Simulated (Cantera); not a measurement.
Carbon deposition, reforming and gasification: C₂H₄ + H₂O

Input: 1 mol C₂H₄, a varied amount of H₂O, held at 2300 K and 95.0 bar.

Method: chemical equilibrium by Gibbs-energy minimisation in Cantera with the NASA 1993 tables (ideal gas, pure condensed phases). Candidate condensed phases: C, C₆H₆, C₇H₈, C₈H₁₈, H₂O; 110 gas species. The ideal-gas law is rough above about 30 bar. Equilibrium is a limit: real reactors are often held back by kinetics, nucleation or transport.

```
n(H₂O) (mol)   x H₂   x CO     x H₂O    x CO₂     x CH₄  n C(graphite)
------------  -----  -----  --------  -------  --------  -------------
0.74          0.768  0.215  0.000654  3.26e-5    0.0120           1.19
0.84          0.753  0.230  0.000688  3.76e-5    0.0115           1.09
0.97          0.735  0.248  0.000725  4.37e-5    0.0110          0.961
1.1           0.720  0.264  0.000755  4.94e-5    0.0105          0.830
1.3           0.700  0.285  0.000791  5.74e-5   0.00997          0.627
1.4           0.691  0.294  0.000806  6.12e-5   0.00972          0.525
1.7           0.669  0.317  0.000842  7.12e-5   0.00910          0.221
1.9           0.656  0.330  0.000859  7.70e-5   0.00876         0.0176
2.2           0.647  0.320    0.0299  0.00263  0.000234              0
2.5           0.621  0.301    0.0708  0.00614   8.22e-5              0
2.8           0.597  0.285     0.108  0.00923   4.51e-5              0
3.2           0.568  0.265     0.154   0.0128   2.54e-5              0
```
x: gas mole fraction; n: condensed amount in mol.

From 0.74 mol H₂O to 1.9 mol H₂O the condensed part is C(graphite). From 2.2 mol H₂O to 3.2 mol H₂O nothing is condensed. The main C-bearing gas is CO throughout.
